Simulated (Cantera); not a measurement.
A closed system holds: 1 mol CuO, 7.6 mol H2, equilibrated at 1330 Pa.

Cantera equilibrium calculation (NASA polynomials, part measured and part estimated; ideal gas, pure solids and liquids). Candidate condensed phases: Cu, CuO, Cu(OH)2, Cu2O, H2O; 12 gas species. Equilibrium is a limit: real reactors are often held back by kinetics, nucleation or transport.

Question: What share of the Cu ends up in condensed phases as a function of T (K), at 1025, 1125, 1225, 1325, 1425, 1525, 1625, 1725, 1825, 1925?

Answer: 
```
T (K)  Cu condensed (%)     as
-----  ----------------  -----
1025              100.0  Cu(s)
1125              100.0  Cu(s)
1225              100.0  Cu(s)
1325              100.0  Cu(s)
1425               99.9  Cu(l)
1525               99.3  Cu(l)
1625               96.7  Cu(l)
1725               87.3  Cu(l)
1825               56.3  Cu(l)
1925                0.0      -
```
